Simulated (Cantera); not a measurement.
# Adiabatic ignition

An adiabatic, constant-pressure homogeneous reactor starts with 7.40 % CO, 9.61 % H2, 0.237 % CH4, 10.2 % O2, 72.5 % N2, at 1450 K and 7.60 atm.

Detailed kinetics in Cantera: GRI-Mech 3.0 (53 species, 325 reactions).

| t (s) | T (K) | x CO | x H2 | x CH4 | x CH2O | x O2 |
|---|---|---|---|---|---|---|
| 2.00e-6 | 1450 | 0.0739 | 0.0961 | 0.00236 | 6.68e-8 | 0.102 |
| 8.38e-6 | 2221 | 0.0381 | 0.00944 | <1e-12 | 1.37e-9 | 0.0320 |
| 3.52e-5 | 2542 | 0.0164 | 0.00371 | <1e-12 | 1.75e-10 | 0.0207 |
| 0.000147 | 2596 | 0.0116 | 0.00261 | <1e-12 | 9.31e-11 | 0.0181 |
| 0.000618 | 2594 | 0.0116 | 0.00261 | <1e-12 | 9.35e-11 | 0.0174 |
| 0.00259 | 2587 | 0.0117 | 0.00265 | <1e-12 | 9.58e-11 | 0.0159 |
| 0.0109 | 2583 | 0.0118 | 0.00267 | <1e-12 | 9.71e-11 | 0.0152 |
| 0.0455 | 2583 | 0.0118 | 0.00267 | <1e-12 | 9.71e-11 | 0.0152 |
| 0.191 | 2583 | 0.0118 | 0.00267 | <1e-12 | 9.71e-11 | 0.0152 |
| 0.800 | 2583 | 0.0118 | 0.00267 | <1e-12 | 9.71e-11 | 0.0152 |
x: mole fraction; the columns are a selection and need not sum to one.

```json
{
  "time_of_steepest_temperature_rise": "4.44 µs",
  "temperature at 0.800 s": "2583 K",
  "equilibrium_temperature": "2583 K",
  "x(CO) at 0.800 s": "0.0118 (gas-phase equilibrium 0.0118)",
  "x(H2) at 0.800 s": "0.00267 (gas-phase equilibrium 0.00267)",
  "x(CH4) at 0.800 s": "<1e-12 (gas-phase equilibrium <1e-12)"
}
```
